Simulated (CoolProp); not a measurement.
n-perfluorohexane along the isotherm 450 K: density (kg/m³) from the reference equation and from simpler models built on Tc = 448.0 K, pc = 1.742 MPa, ω = 0.497; each cubic takes its own stable root.

Computed with CoolProp (reference Helmholtz-energy equation of state, Gao 2022).

| p (MPa) | phase | reference |
|---|---|---|
| 0.0275 | gas | 2.498 |
| 0.0465 | gas | 4.241 |
| 0.0784 | gas | 7.196 |
| 0.132 | gas | 12.25 |
| 0.223 | gas | 21.11 |
| 0.377 | gas | 36.98 |
| 0.636 | gas | 66.79 |
| 1.07 | gas | 130.5 |
| 1.81 | supercritical | 611.2 |
| 3.06 | supercritical | 1072 |
| 5.16 | supercritical | 1178 |
| 8.71 | supercritical | 1265 |

**Question.** How far does each simpler model (Soave-Redlich-Kwong, Peng-Robinson) lie from the reference over these 12 states: mean and median of the absolute difference, and the worst?

**Answer.** 
- Soave-Redlich-Kwong: mean 5.7 %, median 0.5 %, worst -20.2 % at 450 K and 3.06 MPa
- Peng-Robinson: mean 2.8 %, median 0.7 %, worst -11.5 % at 450 K and 3.06 MPa
